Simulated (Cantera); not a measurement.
Input: 1 mol MgCO₃, 0.076 mol SO₂, 0.35 mol H₂O, at 1025 K and 14300 Torr.

Equilibrium computed with Cantera from the NASA thermochemical tables; the gas is ideal and each condensed phase is pure. Candidate condensed phases: C, C₆H₆, C₇H₈, C₈H₁₈, H₂O, H₂SO₄, Mg, MgCO₃, MgO, Mg(OH)₂, MgS, MgSO₄, S; 130 gas species. Mutual solubility and eutectic melting of coexisting phases are not modelled. The numbers say what is thermodynamically allowed, not how fast it happens.

Base state: CO₂ 0.701, H₂O 0.245, SO₂ 0.0533, CO 1.17e-5 (mole fractions); condensed: MgO(s) + MgSO₄(s).

Task: What changes in the equilibrium state with this change: 0.5 mol H₂S added?

Result: 
| species | before | after |
|---|---|---|
| CO₂ | 0.701 | 0.499 |
| H₂O | 0.245 | 0.247 |
| H₂S | 1.95e-8 | 0.185 |
| S₂ | <1e-9 | 0.0436 |
| SO₂ | 0.0533 | 0.0103 |
| COS | 1.36e-9 | 0.00911 |
| S₂O | <1e-9 | 0.00116 |
| CS₂ | <1e-9 | 3.97e-5 |
| S₈ | <1e-9 | 1.19e-5 |
| H₂ | 5.30e-6 | 0.00195 |
| MgO(s), mol | 1.000 | 1.00 |
| MgSO₄(s), mol | 2.35e-5 | 0 |
Gases not in the tables: S₃ to S₇.

Task: What changes in the equilibrium state with this change: temperature from 1025 K to 775 K?

Result: 
| species | before | after |
|---|---|---|
| CO₂ | 0.701 | 0.698 |
| H₂O | 0.245 | 0.283 |
| H₂S | 1.95e-8 | 0.0144 |
| SO₂ | 0.0533 | 0.00449 |
| S₂ | <1e-9 | 0.000215 |
| COS | 1.36e-9 | 0.000234 |
| MgO(s), mol | 1.000 | 0.770 |
| MgSO₄(s), mol | 2.35e-5 | 0.0529 |
| MgCO₃(s), mol | 0 | 0.177 |
Gases not in the tables: S₃ to S₇.
